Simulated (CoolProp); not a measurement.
Computed with CoolProp (reference Helmholtz-energy equation of state, Lemmon 2006). It is a short technical equation, of lower accuracy than the large ones.

**Question.** For carbonyl sulfide, give the phase and the cv (kJ/(kg K)), speed of sound (m/s) at 346.85 °C and 11.9 MPa; 346.85 °C and 13.9 MPa; 346.85 °C and 25.9 MPa.

**Answer.** 
- 346.85 °C and 11.9 MPa: supercritical; cv 0.744, speed of sound 312
- 346.85 °C and 13.9 MPa: supercritical; cv 0.748, speed of sound 314
- 346.85 °C and 25.9 MPa: supercritical; cv 0.764, speed of sound 346
